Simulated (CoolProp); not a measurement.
Properties of 1,2-dichloroethane along the isotherm 226.85 °C.

Values from CoolProp's reference Helmholtz-energy equation of state, Thol 2015.

```json
[
 {"p (bar)": "1.87", "phase": "gas", "density (kg/m³)": "4.535", "cp (kJ/(kg K))": "1.049", "cv (kJ/(kg K))": "0.9578", "isothermal compressibility (1/MPa)": "5.449"},
 {"p (bar)": "3.73", "phase": "gas", "density (kg/m³)": "9.223", "cp (kJ/(kg K))": "1.061", "cv (kJ/(kg K))": "0.9616", "isothermal compressibility (1/MPa)": "2.788"},
 {"p (bar)": "5.6", "phase": "gas", "density (kg/m³)": "14.13", "cp (kJ/(kg K))": "1.074", "cv (kJ/(kg K))": "0.9656", "isothermal compressibility (1/MPa)": "1.899"},
 {"p (bar)": "7.47", "phase": "gas", "density (kg/m³)": "19.27", "cp (kJ/(kg K))": "1.089", "cv (kJ/(kg K))": "0.9699", "isothermal compressibility (1/MPa)": "1.458"},
 {"p (bar)": "9.33", "phase": "gas", "density (kg/m³)": "24.63", "cp (kJ/(kg K))": "1.106", "cv (kJ/(kg K))": "0.9744", "isothermal compressibility (1/MPa)": "1.199"},
 {"p (bar)": "11.2", "phase": "gas", "density (kg/m³)": "30.30", "cp (kJ/(kg K))": "1.126", "cv (kJ/(kg K))": "0.9792", "isothermal compressibility (1/MPa)": "1.029"},
 {"p (bar)": "13.1", "phase": "gas", "density (kg/m³)": "36.41", "cp (kJ/(kg K))": "1.149", "cv (kJ/(kg K))": "0.9845", "isothermal compressibility (1/MPa)": "0.9107"},
 {"p (bar)": "14.9", "phase": "gas", "density (kg/m³)": "42.57", "cp (kJ/(kg K))": "1.175", "cv (kJ/(kg K))": "0.9900", "isothermal compressibility (1/MPa)": "0.8307"},
 {"p (bar)": "16.8", "phase": "gas", "density (kg/m³)": "49.54", "cp (kJ/(kg K))": "1.208", "cv (kJ/(kg K))": "0.9963", "isothermal compressibility (1/MPa)": "0.7706"},
 {"p (bar)": "18.7", "phase": "gas", "density (kg/m³)": "57.12", "cp (kJ/(kg K))": "1.250", "cv (kJ/(kg K))": "1.003", "isothermal compressibility (1/MPa)": "0.7302"},
 {"p (bar)": "20.5", "phase": "gas", "density (kg/m³)": "65.00", "cp (kJ/(kg K))": "1.301", "cv (kJ/(kg K))": "1.011", "isothermal compressibility (1/MPa)": "0.7079"},
 {"p (bar)": "24.3", "phase": "liquid", "density (kg/m³)": "868.9", "cp (kJ/(kg K))": "1.727", "cv (kJ/(kg K))": "1.061", "isothermal compressibility (1/MPa)": "0.01054"},
 {"p (bar)": "26.1", "phase": "liquid", "density (kg/m³)": "870.6", "cp (kJ/(kg K))": "1.720", "cv (kJ/(kg K))": "1.060", "isothermal compressibility (1/MPa)": "0.01030"}
]
```
